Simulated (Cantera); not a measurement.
# Hydrocarbon pyrolysis for carbon deposition

A perfectly stirred reactor is fed with 1.35 % CH₄, 98.6 % N₂, at 638 Torr; it is held at 1975 K, and followed from long to short residence time.

Detailed kinetics in Cantera: GRI-Mech 3.0 (53 species, 325 reactions). GRI-Mech 3.0 stops at C3 and has no aromatics, soot or wall deposition, so with more carbon than oxygen in the feed, carbon stays in small species such as C2H2 where larger ones or solid carbon would form.

| τ (s) | x CH₄ | x C₂H₆ | x CH₂ | x HCN | x H | x C₂H₄ | x C₂H |
|---|---|---|---|---|---|---|---|
| 0.65 | 0.000167 | 1.41e-8 | 4.07e-7 | 0.00128 | 0.000197 | 1.34e-6 | 1.02e-6 |
| 0.24 | 0.000291 | 4.05e-8 | 6.56e-7 | 0.000772 | 0.000190 | 2.43e-6 | 1.03e-6 |
| 0.090 | 0.000505 | 1.13e-7 | 1.02e-6 | 0.000433 | 0.000180 | 5.39e-6 | 9.97e-7 |
| 0.034 | 0.000880 | 3.08e-7 | 1.53e-6 | 0.000226 | 0.000167 | 1.34e-5 | 9.36e-7 |
| 0.012 | 0.00160 | 8.77e-7 | 2.24e-6 | 0.000104 | 0.000148 | 3.75e-5 | 8.33e-7 |
| 0.0046 | 0.00275 | 2.19e-6 | 3.00e-6 | 4.63e-5 | 0.000127 | 9.49e-5 | 7.04e-7 |
| 0.0017 | 0.00465 | 5.10e-6 | 3.71e-6 | 1.74e-5 | 9.94e-5 | 0.000228 | 5.33e-7 |
| 0.00064 | 0.00731 | 9.51e-6 | 3.97e-6 | 5.13e-6 | 6.78e-5 | 0.000429 | 3.26e-7 |
| 0.00024 | 0.0105 | 1.09e-5 | 3.10e-6 | 8.16e-7 | 3.39e-5 | 0.000437 | 1.13e-7 |
x: mole fraction; the columns are a selection and need not sum to one.
